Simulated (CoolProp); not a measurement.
A simple Rankine cycle with R365MFC: condensing at 326.15 K, boiler at 1.8 MPa, turbine inlet 431.4 K, turbine efficiency 0.75, pump efficiency 0.6, no recuperator. Each further row changes one setting.

Values from CoolProp's reference Helmholtz-energy equation of state, Lemmon 2016.

```csv
case,thermal efficiency (%),net work (kJ/kg),heat in (kJ/kg),turbine exit temperature (K),volume ratio over the turbine
as stated,12.0,33.0,274,379.0,14.4
turbine inlet 451.4 K,11.9,36.2,305,402.8,13.3
condensing temperature 318.15 K,13.0,37.0,285,374.9,18.8
boiler pressure 1.26 MPa,10.7,30.7,286,391.9,8.84
turbine efficiency 0.65,10.3,28.3,274,383.1,14.6
```
